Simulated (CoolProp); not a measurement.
Vapour pressure (kPa) of toluene: the reference equation beside estimates from Tc = 591.7 K, pc = 4126 kPa, ω = 0.266. Clausius-Clapeyron is anchored at 473.9 K with a constant enthalpy of vaporisation of 26.72 kJ/mol.

Model: reference Helmholtz-energy equation of state, Lemmon 2006, in CoolProp. It is a short technical equation, of lower accuracy than the large ones.

| T (K) | reference | Lee-Kesler | Clausius-Clapeyron | Peng-Robinson |
|---|---|---|---|---|
| 458 | 567.8 | 573.1 | 600.7 | 567.8 |
| 465.9 | 658.1 | 664.7 | 676.6 | 658.9 |
| 473.9 | 760.2 | 768.0 | 760.2 | 761.9 |
| 481.8 | 872.1 | 881.2 | 849.6 | 875.1 |
| 489.7 | 996.0 | 1006 | 946.1 | 1000 |
| 497.7 | 1134 | 1146 | 1051 | 1141 |
| 505.6 | 1285 | 1297 | 1163 | 1293 |
| 513.5 | 1449 | 1463 | 1282 | 1461 |
| 521.4 | 1629 | 1644 | 1410 | 1644 |
| 529.4 | 1829 | 1843 | 1548 | 1846 |
| 537.3 | 2043 | 2058 | 1692 | 2063 |
| 545.2 | 2276 | 2291 | 1845 | 2299 |
| 553.2 | 2533 | 2548 | 2010 | 2559 |
| 561.1 | 2809 | 2823 | 2181 | 2835 |

Absolute difference from the reference over all 14 rows, mean and median: Lee-Kesler 0.9 and 0.9 %, Clausius-Clapeyron 10.9 and 10.5 %, Peng-Robinson 0.6 and 0.7 %.
